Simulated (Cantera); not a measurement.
A closed system holds: 1 mol H2S, a varied amount of O2, 0.27 mol N2, equilibrated at 973.15 K and 2.50 bar.

These are equilibrium values from Cantera (NASA tables, ideal gas, pure condensed phases), not measurements of a reactor. Candidate condensed phases: H2O, H2SO4, S; 35 gas species. Gases not in the tables: S3 to S7. The numbers say what is thermodynamically allowed, not how fast it happens.

At 0.18 mol O2, list the 6 most abundant gas species with their mole fractions, and the condensed phases.

H2S 0.445, H2O 0.240, N2 0.186, S2 0.119, H2 0.00445, SO2 0.00368. Condensed: gas only.
